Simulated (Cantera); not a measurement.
Input: 1 mol SiH₄, 0.49 mol HCl, 140 mol H₂, held at 13.3 mbar.

These are equilibrium values from Cantera (NASA tables, ideal gas, pure condensed phases), not measurements of a reactor. Candidate condensed phases: Si; 19 gas species. Gases not in the tables: Si₂H₆ and higher silanes. Equilibrium is a limit: real reactors are often held back by kinetics, nucleation or transport.

Question: Which condensed phases are stable at each of these points (T (K)): 1025, 1100, 1175, 1250, 1325, 1400, 1475, 1550, 1625, 1700?

Answer: 
```json
[
 {"T (K)": "1025", "condensed phases": "Si(s)", "Si condensed (%)": "99.5"},
 {"T (K)": "1100", "condensed phases": "Si(s)", "Si condensed (%)": "99.6"},
 {"T (K)": "1175", "condensed phases": "Si(s)", "Si condensed (%)": "99.6"},
 {"T (K)": "1250", "condensed phases": "Si(s)", "Si condensed (%)": "99.6"},
 {"T (K)": "1325", "condensed phases": "Si(s)", "Si condensed (%)": "99.5"},
 {"T (K)": "1400", "condensed phases": "Si(s)", "Si condensed (%)": "99.5"},
 {"T (K)": "1475", "condensed phases": "Si(s)", "Si condensed (%)": "99.5"},
 {"T (K)": "1550", "condensed phases": "Si(s)", "Si condensed (%)": "99.4"},
 {"T (K)": "1625", "condensed phases": "Si(s)", "Si condensed (%)": "99.1"},
 {"T (K)": "1700", "condensed phases": "Si(l)", "Si condensed (%)": "98.3"}
]
```

From 1025 K to 1625 K the condensed part is Si(s). At 1700 K the condensed part is Si(l).
